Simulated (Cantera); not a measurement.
Input (Python, Cantera):

```python
import numpy as np
import cantera as ct

gas = ct.Solution("gri30.yaml")
gas.TPX = 523, 101325, {'CH4': 1, 'O2': 1.43, 'N2': 6.29, 'CO2': 0.75}
flame = ct.FreeFlame(gas, width=0.04)
flame.set_refine_criteria(ratio=3, slope=0.08, curve=0.16)
flame.transport_model = "mixture-averaged"
flame.solve(loglevel=0, auto=True)
flame.transport_model = "multicomponent"
flame.soret_enabled = True
flame.solve(loglevel=0, refine_grid=True)
z, T = flame.grid, flame.T
thick = (T[-1] - T[0]) / np.gradient(T, z).max()
show = ['CH4', 'O2', 'CO2', 'H2O', 'CH2O', 'N2O']
print(f"laminar burning velocity  {flame.velocity[0] * 100:.3f} cm/s")
print(f"burnt temperature         {T[-1]:.1f} K")
print(f"thermal thickness         {thick * 1e3:.4f} mm")
print(f"grid points               {len(z)}")
z0 = z[flame.heat_release_rate.argmax()]
print(f"{'z/mm':>9s}{'T/K':>9s}{'u/(m/s)':>9s}" + "".join(f"{s:>11s}" for s in show))
rows = []
for k in (-3, -2, -1.5, -1, -0.5, -0.25, 0, 0.25, 0.5, 1, 2, 4, 8):
    zz = z0 + k * thick
    rows.append([k * thick, np.interp(zz, z, T), np.interp(zz, z, flame.velocity),
                 *(np.interp(zz, z, flame.X[gas.species_index(s)]) for s in show)])
    print(f"{rows[-1][0] * 1e3:9.3f}{rows[-1][1]:9.1f}{rows[-1][2]:9.3f}" + "".join(f"{x:11.3e}" for x in rows[-1][3:]))
```

It prints:

```
laminar burning velocity  15.104 cm/s
burnt temperature         1845.7 K
thermal thickness         1.4662 mm
grid points               129
     z/mm      T/K  u/(m/s)        CH4         O2        CO2        H2O       CH2O        N2O
   -4.398    524.5    0.152  1.050e-01  1.505e-01  7.905e-02  3.281e-04  4.801e-07  3.884e-12
   -2.932    534.4    0.155  1.034e-01  1.495e-01  7.911e-02  2.047e-03  5.248e-06  4.527e-11
   -2.199    565.5    0.165  9.964e-02  1.467e-01  7.959e-02  6.782e-03  2.718e-05  2.488e-10
   -1.466    696.2    0.204  8.784e-02  1.346e-01  8.116e-02  2.431e-02  1.633e-04  1.648e-09
   -0.733   1086.6    0.324  5.616e-02  9.302e-02  8.459e-02  7.310e-02  6.168e-04  8.484e-09
   -0.367   1398.6    0.422  2.992e-02  5.568e-02  8.761e-02  1.120e-01  5.976e-04  1.567e-08
    0.000   1684.3    0.514  7.296e-03  1.871e-02  9.119e-02  1.483e-01  2.094e-04  1.864e-08
    0.367   1799.5    0.551  9.650e-04  3.581e-03  9.359e-02  1.624e-01  4.317e-05  1.117e-08
    0.733   1824.8    0.559  1.695e-04  6.460e-04  9.476e-02  1.647e-01  8.239e-06  6.146e-09
    1.466   1834.4    0.562  1.693e-05  4.563e-05  9.537e-02  1.649e-01  7.471e-07  3.433e-09
    2.932   1839.0    0.563  1.643e-06  8.640e-06  9.537e-02  1.650e-01  5.506e-08  2.441e-09
    5.865   1842.2    0.564  2.195e-07  3.351e-06  9.524e-02  1.653e-01  5.411e-09  1.915e-09
   11.729   1844.3    0.565  4.123e-08  1.101e-06  9.515e-02  1.654e-01  1.570e-09  1.673e-09
```

Model: GRI-Mech 3.0 (53 species, 325 reactions), integrated in Cantera. Burning velocities carry a grid error of a few per cent, more on coarse grids.
